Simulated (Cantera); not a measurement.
Mixture: H2 : O2 : N2 = 1 : 0.862 : 3.24 (molar parts), at 9.87 atm, adiabatic and at constant volume. Ignition delay is the time to a rise of 400 K.

Detailed kinetics in Cantera: GRI-Mech 3.0 (53 species, 325 reactions). The hydrogen kinetics of GRI-Mech 3.0 are dated; newer H2 mechanisms differ, most at raised pressure. Where the delays flatten at high temperature, the 400 K rule measures the pace of heat release, not the induction time.

What does this change do: H2 1 to 2.6 parts?


```
quantity           before     after
---------------  --------  --------
delay at 1250 K   10.8 µs   12.5 µs
delay at 1400 K   2.35 µs   2.31 µs
delay at 1550 K   1.25 µs   1.19 µs
delay at 1700 K  0.836 µs  0.770 µs
delay at 1850 K  0.639 µs  0.561 µs
```
